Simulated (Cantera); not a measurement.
An isothermal, constant-pressure homogeneous reactor starts with 1.52 % CH4, 98.5 % N2, at 1575 K and 0.00140 bar.

Model: GRI-Mech 3.0 (53 species, 325 reactions), integrated in Cantera. GRI-Mech 3.0 stops at C3 and has no aromatics, soot or wall deposition, so with more carbon than oxygen in the feed, carbon stays in small species such as C2H2 where larger ones or solid carbon would form. Radical loss at walls, strong at low pressure, is not modelled.

### Question
Predict: x(CH4) at 5.00 s; x(C2H2) at 5.00 s; x(C2H4) at 5.00 s; x(HCN) at 5.00 s; x(C2H) at 5.00 s.

### Answer
| Item | Result |
|---|---|
| x(CH4) at 5.00 s | 0.0137 (gas-phase equilibrium 4.79e-8) |
| x(C2H2) at 5.00 s | 0.000284 (gas-phase equilibrium 0.000687) |
| x(C2H4) at 5.00 s | 0.000333 (gas-phase equilibrium 2.96e-9) |
| x(HCN) at 5.00 s | 5.81e-9 (gas-phase equilibrium 0.0135) |
| x(C2H) at 5.00 s | 1.42e-9 (gas-phase equilibrium 1.51e-8) |
